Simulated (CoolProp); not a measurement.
R1234ze(Z) along the isobar 4.4 MPa: Z from the reference equation and from simpler models built on Tc = 150.1 °C, pc = 3.531 MPa, ω = 0.327; each cubic takes its own stable root.

Computed with CoolProp (reference Helmholtz-energy equation of state, Akasaka 2019).

| T (°C) | phase | reference |
|---|---|---|
| 62.75 | liquid | 0.1580 |
| 77.55 | liquid | 0.1575 |
| 92.45 | liquid | 0.1583 |
| 107.35 | liquid | 0.1606 |
| 122.25 | liquid | 0.1655 |
| 137.05 | liquid | 0.1749 |
| 151.95 | supercritical | 0.1985 |
| 166.85 | supercritical | 0.3708 |

Q: How far does each simpler model (van der Waals, Redlich-Kwong, Soave-Redlich-Kwong, Peng-Robinson) lie from the reference over these 8 states: mean and median of the absolute difference, and the worst?

A: 
- van der Waals: mean 64.6 %, median 74.8 %, worst +80.3 % at 62.75 °C and 4.4 MPa
- Redlich-Kwong: mean 28.2 %, median 31.5 %, worst +34.9 % at 137.05 °C and 4.4 MPa
- Soave-Redlich-Kwong: mean 26.0 %, median 25.4 %, worst +35.5 % at 151.95 °C and 4.4 MPa
- Peng-Robinson: mean 12.9 %, median 11.0 %, worst +22.8 % at 151.95 °C and 4.4 MPa
